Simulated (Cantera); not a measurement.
# Gas-phase reforming

An isothermal, constant-pressure homogeneous reactor starts with 66.2 % CH₄, 23.8 % H₂O, 9.93 % H₂, at 1425 K and 143 Torr.

Model: GRI-Mech 3.0 (53 species, 325 reactions), integrated in Cantera. GRI-Mech 3.0 stops at C3 and has no aromatics, soot or wall deposition, so with more carbon than oxygen in the feed, carbon stays in small species such as C2H2 where larger ones or solid carbon would form.

```
t (s)     x CH₄   x H₂O    x H₂    x C₂H₄     x CH₂     x C₂H
-------  ------  ------  ------  --------  --------  --------
0.00100   0.662   0.238  0.0994   3.62e-7  1.09e-10    <1e-12
0.00422   0.662   0.238  0.0995   1.16e-5  4.88e-10    <1e-12
0.0178    0.661   0.238   0.100  0.000161   1.06e-9    <1e-12
0.0750    0.655   0.238   0.104   0.00161   1.85e-9  5.87e-12
0.316     0.626   0.234   0.128   0.00445   1.83e-9  1.11e-10
1.33      0.527   0.219   0.212   0.00416   1.69e-9  5.70e-10
5.62      0.322   0.188   0.386   0.00561   1.53e-9   1.49e-9
23.7      0.119   0.142   0.569   0.00984   1.36e-9   2.86e-9
100      0.0759  0.0768   0.649   0.00941  8.29e-10   2.71e-9
```
x: mole fraction; the columns are a selection and need not sum to one.

Equilibrium at this temperature and pressure: CH₄ 0.0645, H₂O 3.06e-7, H₂ 0.714, C₂H₄ 0.00677, CH₂ 3.37e-10, C₂H 1.73e-9 (gas phase only).
